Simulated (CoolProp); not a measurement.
R134a along the isobar 4.28 bar: density (kg/m³) from the reference equation and from simpler models built on Tc = 374.2 K, pc = 40.59 bar, ω = 0.327; each cubic takes its own stable root.

Computed with CoolProp (reference Helmholtz-energy equation of state, Tillner-Roth 1994).

```tsv
T (K)	phase	reference	van der Waals	Redlich-Kwong	Soave-Redlich-Kwong
247.8	liquid	1375	23.27	1145	1201
266.6	liquid	1317	21.28	1087	1147
285.4	gas	20.72	19.64	20.05	20.29
304.3	gas	18.87	18.24	18.52	18.66
323.1	gas	17.42	17.04	17.24	17.32
342	gas	16.23	16.00	16.13	16.17
360.8	gas	15.23	15.09	15.18	15.19
379.6	gas	14.36	14.28	14.34	14.34
398.5	gas	13.59	13.55	13.59	13.58
417.3	gas	12.91	12.90	12.93	12.90
436.2	gas	12.30	12.31	12.33	12.29
455	gas	11.76	11.77	11.78	11.75
```

At some of these states van der Waals gives the other phase, because its saturation line lies elsewhere.
